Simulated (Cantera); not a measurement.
An isothermal, constant-pressure homogeneous reactor starts with CH4 : N2 = 1 : 77 (molar parts), at 1450 K and 0.00148 atm. Integrator tolerance rtol = 1e-08.

Cantera simulation using GRI-Mech 3.0 (53 species, 325 reactions); the numbers are that mechanism's predictions, not measurements. GRI-Mech 3.0 stops at C3 and has no aromatics, soot or wall deposition, so with more carbon than oxygen in the feed, carbon stays in small species such as C2H2 where larger ones or solid carbon would form. Radical loss at walls, strong at low pressure, is not modelled.

Task: What does this change do: CH4 1 to 1.5 parts?

Result: 
| quantity | before | after |
|---|---|---|
| x(CH4) at 100 s | 0.00648 (gas-phase equilibrium 1.43e-7) | 0.00899 (gas-phase equilibrium 3.68e-7) |
| x(H) at 100 s | 5.18e-6 (gas-phase equilibrium 3.39e-5) | 7.01e-6 (gas-phase equilibrium 4.12e-5) |
| x(HCN) at 100 s | 7.07e-8 (gas-phase equilibrium 0.0114) | 7.24e-8 (gas-phase equilibrium 0.0163) |
| x(C2H2) at 100 s | 0.00298 (gas-phase equilibrium 0.000606) | 0.00478 (gas-phase equilibrium 0.00124) |
| x(C2H) at 100 s | 2.29e-9 (gas-phase equilibrium 1.48e-9) | 3.12e-9 (gas-phase equilibrium 2.49e-9) |
| x(C2H4) at 100 s | 0.000123 (gas-phase equilibrium 8.15e-9) | 0.000142 (gas-phase equilibrium 2.47e-8) |
| x(CH2) at 100 s | 2.52e-8 (gas-phase equilibrium 7.10e-12) | 2.65e-8 (gas-phase equilibrium 1.24e-11) |

Task: What does this change do: CH4 1 to 0.39 parts?

Result: 
| quantity | before | after |
|---|---|---|
| x(CH4) at 100 s | 0.00648 (gas-phase equilibrium 1.43e-7) | 0.00301 (gas-phase equilibrium 1.48e-8) |
| x(H) at 100 s | 5.18e-6 (gas-phase equilibrium 3.39e-5) | 2.43e-6 (gas-phase equilibrium 2.13e-5) |
| x(HCN) at 100 s | 7.07e-8 (gas-phase equilibrium 0.0114) | 5.82e-8 (gas-phase equilibrium 0.00480) |
| x(C2H2) at 100 s | 0.00298 (gas-phase equilibrium 0.000606) | 0.000904 (gas-phase equilibrium 0.000105) |
| x(C2H) at 100 s | 2.29e-9 (gas-phase equilibrium 1.48e-9) | 1.04e-9 (gas-phase equilibrium 4.06e-10) |
| x(C2H4) at 100 s | 0.000123 (gas-phase equilibrium 8.15e-9) | 8.21e-5 (gas-phase equilibrium 5.58e-10) |
| x(CH2) at 100 s | 2.52e-8 (gas-phase equilibrium 7.10e-12) | 2.15e-8 (gas-phase equilibrium 1.86e-12) |
